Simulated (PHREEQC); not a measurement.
**Ultrapure water in contact with air or piping: an equilibrium model**

Synthetic water in mg/L, 46 °C, pH 6.09, pe -0.4:

```tsv
constituent	mg/L
Na	0.0791
K	0.000143
Ca	0.181
Mg	0.0167
Cl	0.328
S(6) as SO4	0.0537
Alkalinity as HCO3	0.193
F	0.000455
Si as SiO2	0.00292
B	1.83e-05
Li	0.000102
```

Valence states are taken as typed.

All values are PHREEQC results (ion-association model, phreeqc.dat), not measurements.

Each row changes one thing in this solution. This is a speciation only: nothing precipitates in the calculation.

| case | ionic strength (mol/kgw) | CO2 (mol/kgw) | HCO3- (mol/kgw) | CaSO4 (mol/kgw) | CO3-2 (mol/kgw) | CaHCO3+ (mol/kgw) | SI of Quartz (SiO2) |
|---|---|---|---|---|---|---|---|
| as made | 2.03e-5 | 6.17e-6 | 3.93e-6 | 4.97e-10 | 3.16e-10 | 2.73e-10 | -3.62 |
| pH from 6.09 to 6.39 at the same alkalinity | 1.99e-5 | 2.73e-6 | [?] | 4.97e-10 | 5.57e-10 | 2.41e-10 | -3.62 |
| pH from 6.09 to 5.59 at the same alkalinity | 2.21e-5 | 2.85e-5 | 5.73e-6 | [?] | 1.46e-10 | 3.98e-10 | -3.62 |
| all concentrations times 3 at the same typed pH | 5.92e-5 | 1.60e-5 | 1.03e-5 | 4.33e-9 | 8.35e-10 | 2.11e-9 | -3.14 |
| Alkalinity from 0.193 to 0.0965 mg/L | 1.95e-5 | 3.68e-6 | 2.34e-6 | [?] | 1.89e-10 | 1.63e-10 | -3.62 |

Problem. Some entries are withheld; supply them.

Solution. 
- pH from 6.09 to 6.39 at the same alkalinity, HCO3- (mol/kgw): 3.46e-6
- pH from 6.09 to 5.59 at the same alkalinity, CaSO4 (mol/kgw): 4.96e-10
- Alkalinity from 0.193 to 0.0965 mg/L, CaSO4 (mol/kgw): 4.98e-10

Away from 25 °C the constants follow the database's enthalpies or fits; those with neither stay at their 25 °C values. SiF6-2 is the database's only silicon fluoride. Real BF4- forms and hydrolyses slowly; the run takes it at equilibrium.
